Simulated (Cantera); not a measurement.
# Equilibrium for hydrogen reduction and annealing atmospheres: V₂O₃ + H₂ + H₂O

Feed: 1 mol V₂O₃, 0.34 mol H₂, 0.08 mol H₂O, at 1477 °C.

Method: chemical equilibrium by Gibbs-energy minimisation in Cantera with the NASA 1993 tables (ideal gas, pure condensed phases). Candidate condensed phases: H₂O, V, VO, V₂O₃, V₂O₄, V₂O₅; 12 gas species. Condensed phases not in the tables: the oxides between V₂O₃ and V₂O₅ other than VO₂. Rates play no part.

```tsv
P (Pa)	log p H₂	log p H₂O	log p H	log p VO₂	log p OH	log p VO	n V₂O₃(s)
10	-4.10	-4.74	-5.68	-6.16	-7.55	-8.29	0.999
100	-3.10	-3.72	-5.18	-6.16	-7.04	-8.30	1.000
1000	-2.09	-2.72	-4.68	-6.16	-6.54	-8.30	1.000
10000	-1.09	-1.72	-4.18	-6.16	-6.04	-8.29	1.000
100000	-0.09	-0.72	-3.68	-6.16	-5.54	-8.29	1.00
1000000	0.91	0.28	-3.18	-6.16	-5.04	-8.29	1.00
```
log p: log10 of the partial pressure in bar; n: condensed amount in mol.

From 10.0 Pa to 10.0 bar the condensed part is V₂O₃(s). The main V-bearing gas is VO₂ throughout.
